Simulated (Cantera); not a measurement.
A perfectly stirred reactor is fed with C2H6 : N2 = 1 : 40 (molar parts), at 713 Torr; it is held at 1500 K, and followed from long to short residence time.

Cantera simulation using GRI-Mech 3.0 (53 species, 325 reactions); the numbers are that mechanism's predictions, not measurements. GRI-Mech 3.0 stops at C3 and has no aromatics, soot or wall deposition, so with more carbon than oxygen in the feed, carbon stays in small species such as C2H2 where larger ones or solid carbon would form.

Q: What does this change do: temperature 1500 to 1323 K?

A: 
```
quantity                  before     after
----------------------  --------  --------
x(C2H6) at τ = 9.40 s    5.32e-6   4.43e-5
x(CH2) at τ = 9.40 s     1.19e-9  8.26e-11
x(C2H) at τ = 9.40 s     4.37e-9  3.00e-10
x(H2) at τ = 9.40 s       0.0382    0.0345
x(CH3) at τ = 9.40 s     1.28e-5   4.30e-6
x(C2H6) at τ = 94.0 ms  0.000174  0.000899
x(CH2) at τ = 94.0 ms    2.29e-8   1.70e-9
x(C2H) at τ = 94.0 ms    1.58e-8   1.31e-9
x(H2) at τ = 94.0 ms      0.0348    0.0328
x(CH3) at τ = 94.0 ms    6.54e-5   1.67e-5
```

Q: What does this change do: temperature 1500 to 1998 K?

A: 
| quantity | before | after |
|---|---|---|
| x(C2H6) at τ = 9.40 s | 5.32e-6 | 1.25e-8 |
| x(CH2) at τ = 9.40 s | 1.19e-9 | 1.45e-7 |
| x(C2H) at τ = 9.40 s | 4.37e-9 | 3.06e-6 |
| x(H2) at τ = 9.40 s | 0.0382 | 0.0462 |
| x(CH3) at τ = 9.40 s | 1.28e-5 | 1.45e-5 |
| x(C2H6) at τ = 94.0 ms | 0.000174 | 1.22e-6 |
| x(CH2) at τ = 94.0 ms | 2.29e-8 | 1.52e-6 |
| x(C2H) at τ = 94.0 ms | 1.58e-8 | 3.61e-6 |
| x(H2) at τ = 94.0 ms | 0.0348 | 0.0449 |
| x(CH3) at τ = 94.0 ms | 6.54e-5 | 0.000144 |
